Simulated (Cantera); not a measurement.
Charge: 1 mol B2O3, 46 mol HCl, 15 mol O2, held at 1848.15 K and 1.00 bar.

Cantera equilibrium calculation (NASA polynomials, part measured and part estimated; ideal gas, pure solids and liquids). Candidate condensed phases: B, B2O3, B3O3H3, H2O; 33 gas species. The tables' values for BOCl are old estimates; treat these amounts as uncertain. Equilibrium is a limit: real reactors are often held back by kinetics, nucleation or transport.

Base state: HCl 0.596, O2 0.205, Cl 0.0736, H2O 0.0579, Cl2 0.0349, HBO2 0.0286, B2O3 0.00114, BOCl 0.000939 (mole fractions); condensed: gas only.

**Question.** What changes in the equilibrium state with this change: temperature from 1848.15 K to 1073.15 K?

**Answer.** 
```tsv
species	before	after
HCl	0.596	0.506
O2	0.205	0.188
Cl2	0.0349	0.153
H2O	0.0579	0.151
HBO2	0.0286	4.23e-5
Cl	0.0736	0.000421
(HBO2)3	2.23e-6	0.00116
B2O3	0.00114	<1e-9
BO2	0.000415	<1e-9
BOCl	0.000939	4.61e-9
O	8.59e-5	<1e-9
B2O3(l), mol	0	0.900
```
Gases not in the tables: H3BO3.
